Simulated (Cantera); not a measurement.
Feed: 1 mol Cu, 0.018 mol H2O, 0.72 mol CO, at 1098 K and 1 atm.

Equilibrium computed with Cantera from the NASA thermochemical tables; the gas is ideal and each condensed phase is pure. Candidate condensed phases: C, C6H6, C7H8, C8H18, Cu, CuO, Cu(OH)2, Cu2O, H2O; 113 gas species. Rates play no part.

Base state: CO 0.900, CO2 0.0749, H2 0.0236, H2O 0.00198, CH4 2.07e-5 (mole fractions); condensed: C(graphite) + Cu(s).

Q: What changes in the equilibrium state with this change: temperature from 1098 K to 725 K?

A: 
```tsv
species	before	after
CO2	0.0749	0.928
H2O	0.00198	0.0384
CO	0.900	0.0252
H2	0.0236	0.00783
CH4	2.07e-5	0.000319
C(graphite), mol	0.0359	0.353
Cu(s), mol	1.00	1.00
```
